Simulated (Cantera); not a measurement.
Input (Python, Cantera):

```python
import numpy as np
import cantera as ct

gas = ct.Solution("gri30.yaml")
gas.TPX = 1400, 500000, {'H2': 2.3, 'O2': 0.926, 'N2': 3.48, 'NO': 0.016}
reactor = ct.IdealGasReactor(gas, energy="on", clone=False)
net = ct.ReactorNet([reactor])
net.rtol, net.atol = 1e-08, 1e-16
show = ['H2', 'O2', 'NO', 'H2O2', 'OH']
times = np.geomspace(9e-06, 0.5, 14)

steps = ct.SolutionArray(gas, extra=["t"])
rows = []
print(f"{'t/s':>10s}{'T/K':>9s}{'P/Pa':>11s}" + "".join(f"{s:>11s}" for s in show))
for t in times:
    while net.time < t:
        t_next = net.step()
        steps.append(gas.state, t=t_next)
    rows.append([np.interp(t, steps.t, y) for y in (steps.T, steps.P, *steps(*show).X.T)])
    print(f"{t:10.3e}{rows[-1][0]:9.1f}{rows[-1][1]:11.4g}" + "".join(f"{x:11.3e}" for x in rows[-1][2:]))
rate = np.gradient(steps.T, steps.t)
print("integrator steps:", len(steps.t))
if steps.T.max() > steps.T[0] + 200:
    print(f"time of steepest temperature rise: {steps.t[rate.argmax()]:.4e} s")
gas.TPX = 1400, 500000, {'H2': 2.3, 'O2': 0.926, 'N2': 3.48, 'NO': 0.016}
gas.equilibrate("UV")
print(f"equilibrium (UV): T = {gas.T:.1f} K  " + "  ".join(f"{s} {gas[s].X[0]:.3e}" for s in show))
```

It prints:

```
       t/s      T/K       P/Pa         H2         O2         NO       H2O2         OH
 9.000e-06   3171.6  1.015e+06  9.171e-02  5.420e-03  3.311e-03  1.366e-06  2.808e-02
 2.086e-05   3177.3  1.016e+06  9.221e-02  5.051e-03  4.810e-03  1.332e-06  2.732e-02
 4.833e-05   3172.3  1.014e+06  9.309e-02  4.797e-03  6.592e-03  1.286e-06  2.670e-02
 1.120e-04   3170.0  1.014e+06  9.349e-02  4.688e-03  7.380e-03  1.265e-06  2.643e-02
 2.595e-04   3169.9  1.014e+06  9.352e-02  4.681e-03  7.432e-03  1.264e-06  2.641e-02
 6.014e-04   3169.9  1.014e+06  9.352e-02  4.681e-03  7.432e-03  1.264e-06  2.641e-02
 1.394e-03   3169.9  1.014e+06  9.352e-02  4.681e-03  7.432e-03  1.264e-06  2.641e-02
 3.229e-03   3169.9  1.014e+06  9.352e-02  4.681e-03  7.432e-03  1.264e-06  2.641e-02
 7.483e-03   3169.9  1.014e+06  9.352e-02  4.681e-03  7.432e-03  1.264e-06  2.641e-02
 1.734e-02   3169.9  1.014e+06  9.352e-02  4.681e-03  7.432e-03  1.264e-06  2.641e-02
 4.018e-02   3169.9  1.014e+06  9.352e-02  4.681e-03  7.432e-03  1.264e-06  2.641e-02
 9.311e-02   3169.9  1.014e+06  9.352e-02  4.681e-03  7.432e-03  1.264e-06  2.641e-02
 2.158e-01   3169.9  1.014e+06  9.352e-02  4.681e-03  7.432e-03  1.264e-06  2.641e-02
 5.000e-01   3169.9  1.014e+06  9.352e-02  4.681e-03  7.432e-03  1.264e-06  2.641e-02
integrator steps: 1180
time of steepest temperature rise: 3.9247e-06 s
equilibrium (UV): T = 3169.9 K  H2 9.352e-02  O2 4.681e-03  NO 7.432e-03  H2O2 1.264e-06  OH 2.641e-02
```

Model: GRI-Mech 3.0 (53 species, 325 reactions), integrated in Cantera. The hydrogen kinetics of GRI-Mech 3.0 are dated; newer H2 mechanisms differ, most at raised pressure. Above 3000 K some thermodynamic fits are extrapolated.
